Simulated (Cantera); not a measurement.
Cantera with NASA thermochemical tables; ideal gases at 1 bar, condensed phases pure. Values are per mole of reaction as written; species without (g) are pure solids or liquids, kept so even where they would boil at 1 bar.

Ti₃O₅ + 4 N(g) = 2 N₂O(g) + 3 TiO(g)

| T (K) | ΔH° (kJ) | ΔS° (J/K) | ΔG° (kJ) | log10 K |
|---|---|---|---|---|
| 300 | 894.8 | 397.5 | 775.5 | -135.03 |
| 923 | … | … | … | … |
| 998 | 833.5 | 284.3 | 549.8 | -28.77 |
| 1073 | … | … | … | … |
| 1148 | 822.9 | 274.4 | 507.9 | -23.11 |
| 1223 | 817.3 | 269.7 | 487.5 | -20.82 |
| 1298 | 811.6 | 265.1 | 467.4 | -18.81 |
| 1373 | 805.7 | 260.7 | 447.7 | -17.03 |
| 1448 | 799.6 | 256.4 | 428.3 | -15.45 |

Question: Complete the blanks.

Answer: 
- 923, ΔH° (kJ): 838.6
- 923, ΔS° (J/K): 289.6
- 923, ΔG° (kJ): 571.3
- 923, log10 K: -32.33
- 1073, ΔH° (kJ): 828.3
- 1073, ΔS° (J/K): 279.2
- 1073, ΔG° (kJ): 528.6
- 1073, log10 K: -25.73
